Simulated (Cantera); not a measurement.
Equilibrium for abatement and gas-phase synthesis: SO₂ + H₂ + O₂

Input: 1 mol SO₂, 1.5 mol H₂, 0.44 mol O₂, at 1 atm.

Equilibrium computed with Cantera from the NASA thermochemical tables; the gas is ideal and each condensed phase is pure. Candidate condensed phases: H₂O, H₂SO₄, S; 19 gas species. Equilibrium is a limit: real reactors are often held back by kinetics, nucleation or transport.

From 2475 K to 3475 K nothing is condensed.

```csv
T (K),x H₂O,x SO₂,x H,x SO,x H₂,x OH,x O,x O₂,x S
2475,0.477,0.304,0.00759,0.0672,0.115,0.00632,0.000275,0.000467,0.00378
2575,0.465,0.298,0.0118,0.0761,0.119,0.0105,0.000680,0.00109,0.00475
2675,0.451,0.289,0.0178,0.0842,0.120,0.0167,0.00158,0.00240,0.00574
2775,0.434,0.278,0.0259,0.0919,0.121,0.0255,0.00344,0.00495,0.00686
2875,0.410,0.262,0.0367,0.0999,0.122,0.0370,0.00693,0.00929,0.00827
2975,0.378,0.242,0.0510,0.108,0.123,0.0509,0.0129,0.0157,0.0102
3075,0.339,0.217,0.0695,0.117,0.125,0.0661,0.0223,0.0238,0.0129
3175,0.294,0.188,0.0926,0.126,0.126,0.0813,0.0359,0.0328,0.0167
3275,0.245,0.157,0.120,0.132,0.125,0.0949,0.0543,0.0414,0.0216
3375,0.196,0.126,0.153,0.136,0.122,0.105,0.0778,0.0485,0.0278
3475,0.150,0.0966,0.188,0.136,0.115,0.111,0.106,0.0531,0.0353
```
x: gas mole fraction; nothing condenses.
